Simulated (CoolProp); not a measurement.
The fluid at 298.15 K and 6.48 MPa (liquid) is heated at constant pressure to 444.9 K. The same conditions are run with several fluids, on thermodynamics alone (safety and materials aside).

The numbers come from the reference Helmholtz-energy equation of state of each fluid (sulfur hexafluoride: Guder 2009; o-xylene: Zhou 2012; R141b: Lemmon 2006; neopentane: Lemmon 2006; isobutane: Bücker 2006) in CoolProp.

**Question.** Rank sulfur hexafluoride, o-xylene, R141b, neopentane, isobutane by heat (kJ/kg), highest first.

**Answer.** isobutane (455), neopentane (403), o-xylene (294), R141b (187), sulfur hexafluoride (180)

| fluid | final phase | final density (kg/m³) |
|---|---|---|
| sulfur hexafluoride | supercritical | 305 |
| o-xylene | liquid | 753 |
| R141b | liquid | 907 |
| neopentane | supercritical | 386 |
| isobutane | supercritical | 260 |
